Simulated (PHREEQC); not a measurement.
Synthetic water in mg/kgw, 60 °C, pH 8.04:

```json
[
 {"constituent": "Na", "mg/kgw": "949"},
 {"constituent": "K", "mg/kgw": "42"},
 {"constituent": "Ca", "mg/kgw": "263"},
 {"constituent": "Mg", "mg/kgw": "301"},
 {"constituent": "Cl", "mg/kgw": "2520"},
 {"constituent": "S(6) as SO4", "mg/kgw": "1730"},
 {"constituent": "Alkalinity as HCO3", "mg/kgw": "1.83"},
 {"constituent": "Br", "mg/kgw": "0.772"}
]
```

Valence states are taken as typed.

The numbers come from PHREEQC with the Pitzer model, pitzer.dat.

**Question.** The ionic strength comes out as 0.131 mol/kgw. What activity coefficients do Ca+2, Br-, OH-, Na+, Cl- get?

**Answer.** Ca+2 0.25, Br- 0.75, OH- 0.69, Na+ 0.76, Cl- 0.74. Single-ion values are on the MacInnes scale.

No solid was allowed to form. Species that the database lacks are ignored. Constants without temperature data keep their 25 °C values here.
